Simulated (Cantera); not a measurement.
A Cantera script and its output.

```python
import numpy as np
import cantera as ct

gas = ct.Solution("gri30.yaml")
gas.TPX = 1823, 1000000, {'CH3OH': 1, 'O2': 2.05, 'N2': 22.6, 'H2O': 1.6}
reactor = ct.IdealGasConstPressureReactor(gas, energy="on", clone=False)
net = ct.ReactorNet([reactor])
net.rtol, net.atol = 1e-08, 1e-16
show = ['CH3OH', 'O2', 'H2O', 'CO2', 'CO', 'H', 'HCN']
times = np.geomspace(2e-06, 0.2, 13)

steps = ct.SolutionArray(gas, extra=["t"])
rows = []
print(f"{'t/s':>10s}{'T/K':>9s}{'P/Pa':>11s}" + "".join(f"{s:>11s}" for s in show))
for t in times:
    while net.time < t:
        t_next = net.step()
        steps.append(gas.state, t=t_next)
    rows.append([np.interp(t, steps.t, y) for y in (steps.T, steps.P, *steps(*show).X.T)])
    print(f"{t:10.3e}{rows[-1][0]:9.1f}{rows[-1][1]:11.4g}" + "".join(f"{x:11.3e}" for x in rows[-1][2:]))
rate = np.gradient(steps.T, steps.t)
print("integrator steps:", len(steps.t))
if steps.T.max() > steps.T[0] + 200:
    print(f"time of steepest temperature rise: {steps.t[rate.argmax()]:.4e} s")
gas.TPX = 1823, 1000000, {'CH3OH': 1, 'O2': 2.05, 'N2': 22.6, 'H2O': 1.6}
gas.equilibrate("HP")
print(f"equilibrium (HP): T = {gas.T:.1f} K  " + "  ".join(f"{s} {gas[s].X[0]:.3e}" for s in show))
```

Output:

```
       t/s      T/K       P/Pa      CH3OH         O2        H2O        CO2         CO          H        HCN
 2.000e-06   1848.0      1e+06  1.894e-02  6.675e-02  6.851e-02  1.884e-04  5.781e-03  1.469e-04  6.388e-09
 5.220e-06   2087.1      1e+06  3.402e-11  3.258e-02  1.107e-01  1.004e-02  2.507e-02  5.809e-03  2.482e-08
 1.363e-05   2315.3      1e+06  2.583e-16  2.327e-02  1.204e-01  2.792e-02  7.777e-03  1.362e-03  2.113e-11
 3.557e-05   2390.3      1e+06  1.389e-17  2.066e-02  1.252e-01  3.291e-02  2.985e-03  3.198e-04  7.997e-12
 9.283e-05   2407.4      1e+06  3.904e-18  2.003e-02  1.263e-01  3.417e-02  1.768e-03  1.774e-04  4.339e-12
 2.423e-04   2408.0      1e+06  3.642e-18  1.995e-02  1.263e-01  3.423e-02  1.712e-03  1.719e-04  4.256e-12
 6.325e-04   2407.6      1e+06  3.648e-18  1.985e-02  1.263e-01  3.423e-02  1.712e-03  1.716e-04  4.502e-12
 1.651e-03   2406.4      1e+06  3.663e-18  1.958e-02  1.264e-01  3.423e-02  1.713e-03  1.707e-04  5.084e-12
 4.309e-03   2403.9      1e+06  3.700e-18  1.899e-02  1.264e-01  3.423e-02  1.714e-03  1.689e-04  6.267e-12
 1.125e-02   2400.0      1e+06  3.764e-18  1.807e-02  1.264e-01  3.422e-02  1.718e-03  1.662e-04  7.939e-12
 2.936e-02   2397.3      1e+06  3.815e-18  1.744e-02  1.265e-01  3.422e-02  1.721e-03  1.643e-04  8.998e-12
 7.662e-02   2396.9      1e+06  3.822e-18  1.736e-02  1.265e-01  3.422e-02  1.721e-03  1.641e-04  9.125e-12
 2.000e-01   2396.9      1e+06  3.822e-18  1.736e-02  1.265e-01  3.422e-02  1.721e-03  1.641e-04  9.125e-12
integrator steps: 1493
time of steepest temperature rise: 4.4964e-06 s
equilibrium (HP): T = 2396.9 K  CH3OH 4.010e-18  O2 1.736e-02  H2O 1.265e-01  CO2 3.422e-02  CO 1.721e-03  H 1.641e-04  HCN 9.125e-12
```

Model: GRI-Mech 3.0 (53 species, 325 reactions), integrated in Cantera. GRI-Mech 3.0 was tuned for natural gas; its chemistry of methanol as a main component is partial and can be far from experiment.
